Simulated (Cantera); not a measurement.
A closed system holds: 1 mol CH3OH, 1.7 mol CO2, at 1450 °C and 2200000 Pa.

These are equilibrium values from Cantera (NASA tables, ideal gas, pure condensed phases), not measurements of a reactor. Candidate condensed phases: C, C6H6, C7H8, C8H18, H2O; 110 gas species. The numbers say what is thermodynamically allowed, not how fast it happens.

Base state: CO 0.437, H2O 0.224, H2 0.202, CO2 0.138, H 1.75e-5 (mole fractions); condensed: gas only.

Q: What changes in the equilibrium state with this change: CO2 from 1.7 to 0.21 mol?

A: 
```json
[
 {"species": "H2", "before": "0.202", "after": "0.567"},
 {"species": "CO", "before": "0.437", "after": "0.367"},
 {"species": "H2O", "before": "0.224", "after": "0.0555"},
 {"species": "CO2", "before": "0.138", "after": "0.0102"},
 {"species": "CH4", "before": "3.31e-6", "after": "0.000249"},
 {"species": "H", "before": "1.75e-5", "after": "2.93e-5"}
]
```
